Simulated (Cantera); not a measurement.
A perfectly stirred reactor is fed with CH4 : O2 : N2 = 1 : 1.25 : 4.7 (molar parts), equivalence ratio 1.6, at 1.00 bar; it is adiabatic with a 650 K inlet, and is followed from long to short residence time, starting on the burning branch (τ in s: 0.43, 0.16, 0.059, 0.022, 0.0081, 0.003, 0.0011, 0.00042, 0.00016, 5.8e-05).

Model: GRI-Mech 3.0 (53 species, 325 reactions), integrated in Cantera.

**Question.** What does this change do: 0.48 parts CO2 added?

**Answer.** 
| quantity | before | after |
|---|---|---|
| blow-out, bracketed by the residence times tried | burning at 0.420 ms, out at 0.160 ms | burning at 1.10 ms, out at 0.420 ms |
| x(CH4) at τ = 0.430 s | 0.000119 | 0.000391 |
| x(O2) at τ = 0.430 s | 2.38e-5 | 6.56e-5 |
| x(HCO) at τ = 0.430 s | 4.53e-8 | 3.29e-8 |
| x(C2H4) at τ = 0.430 s | 5.81e-8 | 5.44e-7 |
| x(CO) at τ = 0.430 s | 0.0967 | 0.114 |
| x(CH4) at τ = 3.00 ms | 0.00229 | 0.00370 |
| x(O2) at τ = 3.00 ms | 0.00170 | 0.00366 |
| x(HCO) at τ = 3.00 ms | 1.34e-6 | 1.25e-6 |
| x(C2H4) at τ = 3.00 ms | 4.67e-5 | 0.000134 |
| x(CO) at τ = 3.00 ms | 0.0911 | 0.103 |

**Question.** What does this change do: pressure from 1.00 bar to 5.00 bar?

**Answer.** 
```csv
quantity,before,after
"blow-out, bracketed by the residence times tried","burning at 0.420 ms, out at 0.160 ms","burning at 0.160 ms, out at 58.0 µs"
x(CH4) at τ = 0.430 s,0.000119,0.000166
x(O2) at τ = 0.430 s,2.38e-5,1.11e-5
x(HCO) at τ = 0.430 s,4.53e-8,6.38e-8
x(C2H4) at τ = 0.430 s,5.81e-8,5.65e-8
x(CO) at τ = 0.430 s,0.0967,0.0967
x(CH4) at τ = 3.00 ms,0.00229,0.00427
x(O2) at τ = 3.00 ms,0.00170,0.00112
x(HCO) at τ = 3.00 ms,1.34e-6,2.91e-7
x(C2H4) at τ = 3.00 ms,4.67e-5,5.46e-5
x(CO) at τ = 3.00 ms,0.0911,0.0861
```
